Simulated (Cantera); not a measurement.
A Cantera script and what it prints.

```python
import numpy as np
import cantera as ct

gas_names = """
    H HNO HNO2 HNO3 HO2 H2 H2O H2O2 N NH NH2 NH3 NH2OH NO NO2 NO3 N2 N2H2 N2H4 N2O O OH O2 O3 Pb PbO Pb2
""".split()
cond_names = """
    H2O(s) H2O(L) Pb(cr) Pb(L) PbO(rd) PbO(yw) PbO(L) PbO2(s) Pb3O4(s)
""".split()


def load(file, names, dense=False):
    # The tables refer to 1 bar. Condensed volumes are neglected.
    table = {s.name: s for s in ct.Species.list_from_file(file)}
    out = []
    for n in names:
        d = dict(table[n].input_data)
        d["thermo"] = dict(d["thermo"], **{"reference-pressure": 1e5})
        if dense:
            d["equation-of-state"] = {"model": "constant-volume", "density": "1e6 g/cm^3"}
        out.append(ct.Species.from_dict(d))
    return out


gas = ct.Solution(thermo="ideal-gas", species=load("nasa_gas.yaml", gas_names))
cond = {s.name: ct.Solution(thermo="fixed-stoichiometry", species=[s], name=s.name)
        for s in load("nasa_condensed.yaml", cond_names, dense=True)}
atoms = {
    'PbO': {'Pb': 1, 'O': 1},
    'H2': {'H': 2},
    'N2': {'N': 2},
}
top_T = {'Pb3O4(s)': 820}  # K; cautious upper limits of use, not melting points


def equilibrate(T, P, feed):
    n = {}
    for name, mol in feed.items():
        for a, k in atoms[name].items():
            n[a] = n.get(a, 0.0) + k * mol
    gas.TPX = T, P, n
    mass = sum(n.values()) * gas.mean_molecular_weight
    gas.equilibrate("TP")
    valid = [c for c in cond.values() if c.min_temp <= T <= top_T.get(c.name, c.max_temp)]
    mix = ct.Mixture([(gas, mass / gas.mean_molecular_weight)] + [(c, 0.0) for c in valid])
    mix.T, mix.P = T, P
    mix.equilibrate("TP", solver="vcs", rtol=1e-11, max_steps=5000)
    return mix


results = []
feed = {'PbO': 1, 'H2': 23, 'N2': 1.6}  # mol
T = 1073  # K
for P in [10, 68, 460, 3200, 22000, 150000, 1000000]:
    mix = equilibrate(T, P, feed)
    results.append((T, P, feed, dict(zip(mix.species_names, mix.species_moles))))
    x = sorted(zip(gas.X, gas.species_names), reverse=True)
    print(f"T = {T:g} K  P = {P:g} Pa  gas = {mix.phase_moles(0):.4g} mol")
    print("   x: " + "  ".join(f"{s} {v:.3e}" for v, s in x if v > 1e-06))
    print("   condensed (mol): " + ("  ".join(f"{mix.phase(i).name} {mix.phase_moles(i):.4g}"
          for i in range(1, mix.n_phases) if mix.phase_moles(i) > 1e-12) or "none"))
```

Result:

```
T = 1073 K  P = 10 Pa  gas = 25.6 mol
   x: H2 8.594e-01  N2 6.250e-02  H2O 3.906e-02  Pb 3.906e-02  H 1.299e-06
   condensed (mol): none
T = 1073 K  P = 68 Pa  gas = 25.6 mol
   x: H2 8.594e-01  N2 6.250e-02  H2O 3.906e-02  Pb 3.906e-02
   condensed (mol): none
T = 1073 K  P = 460 Pa  gas = 25 mol
   x: H2 8.801e-01  N2 6.401e-02  H2O 4.000e-02  Pb 1.589e-02
   condensed (mol): Pb(L) 0.6028
T = 1073 K  P = 3200 Pa  gas = 24.66 mol
   x: H2 8.923e-01  N2 6.489e-02  H2O 4.056e-02  Pb 2.284e-03  NH3 2.544e-06
   condensed (mol): Pb(L) 0.9437
T = 1073 K  P = 22000 Pa  gas = 24.61 mol
   x: H2 8.940e-01  N2 6.501e-02  H2O 4.064e-02  Pb 3.322e-04  NH3 1.755e-05
   condensed (mol): Pb(L) 0.9918
T = 1073 K  P = 150000 Pa  gas = 24.6 mol
   x: H2 8.942e-01  N2 6.499e-02  H2O 4.065e-02  NH3 1.197e-04  Pb 4.872e-05
   condensed (mol): Pb(L) 0.9988
T = 1073 K  P = 1e+06 Pa  gas = 24.58 mol
   x: H2 8.938e-01  N2 6.469e-02  H2O 4.068e-02  NH3 7.957e-04  Pb 7.308e-06
   condensed (mol): Pb(L) 0.9998
```

Cantera equilibrium calculation (NASA polynomials, part measured and part estimated; ideal gas, pure solids and liquids).
